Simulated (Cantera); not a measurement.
Charge: 1 mol SiC, 0.02 mol H₂, 0.086 mol Si, at 0.100 bar.

These are equilibrium values from Cantera (NASA tables, ideal gas, pure condensed phases), not measurements of a reactor. Candidate condensed phases: C, C₆H₆, C₇H₈, C₈H₁₈, Si, SiC; 99 gas species. Ions and electrons are included (thermal ionisation). Mutual solubility and eutectic melting of coexisting phases are not modelled. Gases not in the tables: Si₂H₆ and higher silanes. The numbers say what is thermodynamically allowed, not how fast it happens.

x: gas mole fraction; n: condensed amount in mol.

```csv
T (K),x H₂,x Si,x C,x SiC₂,x H,x Si₂C,x C₃,x C₂,x SiH,n Si(l),n SiC(s),n C(graphite)
2000,0.994,0.000435,1.67e-11,5.42e-8,0.00513,1.19e-5,<1e-12,<1e-12,9.31e-5,0.0860,1.00,0
2250,0.969,0.00592,4.54e-9,1.06e-5,0.0231,0.000411,1.26e-10,8.88e-11,0.000742,0.0858,1.000,0
2500,0.864,0.0475,3.99e-7,0.000707,0.0739,0.00679,6.83e-8,2.63e-8,0.00369,0.0847,1.000,0
2750,0.478,0.259,1.54e-5,0.0214,0.150,0.0661,1.15e-5,2.72e-6,0.0106,0.0741,0.996,0
3000,0.00377,0.448,0.000507,0.378,0.0307,0.122,0.00312,0.000317,0.00122,0,0,0.114
3250,0.00104,0.497,0.00356,0.400,0.0328,0.0362,0.0175,0.00238,0.000553,0,0,0
3500,[?],[?],[?],[?],0.0318,[?],[?],[?],[?],0,0,0
3750,8.49e-5,0.603,0.0533,0.197,0.0292,0.00365,0.0780,0.0259,0.000128,0,0,0
4000,2.66e-5,0.614,0.131,0.0937,0.0260,0.00105,0.0790,0.0460,6.17e-5,0,0,0
4250,9.05e-6,0.586,0.247,0.0330,0.0228,0.000261,0.0488,0.0550,2.96e-5,0,0,0
4500,3.54e-6,0.547,0.356,0.00861,0.0206,5.95e-5,0.0177,0.0435,1.52e-5,0,0,0
4750,[?],0.523,0.418,[?],0.0195,[?],[?],[?],[?],0,0,0
5000,8.76e-7,0.511,0.445,0.000418,0.0190,3.57e-6,0.000955,0.0132,5.60e-6,0,0,0
```

### Question
Fill in the missing entries.

### Answer

- 4750, x H₂: 1.65e-6
- 4750, x SiC₂: 0.00189
- 4750, x Si₂C: 1.39e-5
- 4750, x C₃: 0.00434
- 4750, x C₂: 0.0254
- 4750, x SiH: 8.78e-6
- 3500, x H₂: 0.000291
- 3500, x Si: 0.557
- 3500, x C: 0.0162
- 3500, x SiC₂: 0.316
- 3500, x Si₂C: 0.0116
- 3500, x C₃: 0.0476
- 3500, x C₂: 0.00977
- 3500, x SiH: 0.000264
